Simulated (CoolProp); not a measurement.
Vapour-liquid equilibrium of R245fa (1) + n-pentane (2) at 362.4 K; x and y are mole fractions of (1).

Computed with CoolProp (multi-fluid Helmholtz-energy mixture model, Akasaka 2015 and Thol 2019; pair parameters Bell 2016).

| x | bubble pressure (kPa) | y at the bubble point | dew pressure at overall composition x (kPa) | liquid density (mol/L) |
|---|---|---|---|---|
| 0.05 | [?] | 0.246 | 486.7 | 7.615 |
| 0.15 | 805.7 | 0.448 | 543.2 | 7.584 |
| 0.25 | 917.9 | 0.535 | 612.6 | 7.563 |
| 0.35 | 984.6 | 0.586 | 699.3 | 7.560 |
| 0.45 | 1028 | 0.624 | 808.2 | 7.584 |
| 0.55 | 1058 | 0.660 | 937.9 | 7.643 |
| 0.65 | [?] | 0.700 | 1050 | 7.745 |
| 0.75 | 1085 | 0.749 | 1085 | [?] |
| 0.85 | 1074 | [?] | 1063 | 8.094 |
| 0.95 | [?] | 0.924 | 1016 | 8.340 |

Task: What belongs in the gaps?

Result: 
- 0.05, bubble pressure (kPa): 609.3
- 0.65, bubble pressure (kPa): 1077
- 0.75, liquid density (mol/L): 7.895
- 0.85, y at the bubble point: 0.819
- 0.95, bubble pressure (kPa): 1029

y crosses x between x = 0.65 and 0.75: the model has an azeotrope there.

The pair parameters rest on a limited set of measurements; away from them the model extrapolates. With so large a gap from Raoult's law the liquid may split in two, which this calculation doesn't test in full.
